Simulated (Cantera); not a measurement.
Hydrocarbon pyrolysis for carbon deposition

An isothermal, constant-pressure homogeneous reactor starts with 34.5 % CH4, 65.5 % N2, at 1500 K and 20.0 Torr.

Cantera simulation using GRI-Mech 3.0 (53 species, 325 reactions); the numbers are that mechanism's predictions, not measurements. GRI-Mech 3.0 stops at C3 and has no aromatics, soot or wall deposition, so with more carbon than oxygen in the feed, carbon stays in small species such as C2H2 where larger ones or solid carbon would form. Radical loss at walls, strong at low pressure, is not modelled.

```csv
t (s),x CH4,x H2,x H,x CH2,x C2H6,x HCN,x C2H4
1.00e-5,0.345,2.56e-8,2.22e-8,<1e-12,<1e-12,<1e-12,<1e-12
5.37e-5,0.345,2.30e-7,2.67e-8,<1e-12,<1e-12,<1e-12,<1e-12
0.000289,0.345,1.35e-6,2.67e-8,1.02e-12,4.93e-11,<1e-12,4.39e-11
0.00155,0.345,7.40e-6,2.69e-8,2.67e-11,7.62e-9,<1e-12,9.05e-9
0.00833,0.345,4.27e-5,3.29e-8,7.11e-10,9.82e-7,<1e-12,1.44e-6
0.0447,0.344,0.000535,1.54e-7,1.18e-8,5.10e-5,<1e-12,0.000154
0.240,0.327,0.0163,2.39e-6,5.73e-8,0.000318,6.10e-11,0.00469
1.29,0.241,0.114,1.13e-5,3.42e-8,0.000126,1.85e-9,0.00351
6.93,0.108,0.263,2.68e-5,1.76e-8,2.44e-5,1.37e-8,0.000738
37.2,0.0180,0.364,5.45e-5,6.63e-9,1.15e-6,6.40e-8,0.000356
200,0.00260,0.382,6.67e-5,1.33e-9,4.54e-8,1.50e-7,0.000365
```
x: mole fraction; the columns are a selection and need not sum to one.

Equilibrium at this temperature and pressure: CH4 0.00152, H2 0.383, H 6.72e-5, CH2 7.84e-10, C2H6 2.05e-8, HCN 0.0934, C2H4 0.000233 (gas phase only).
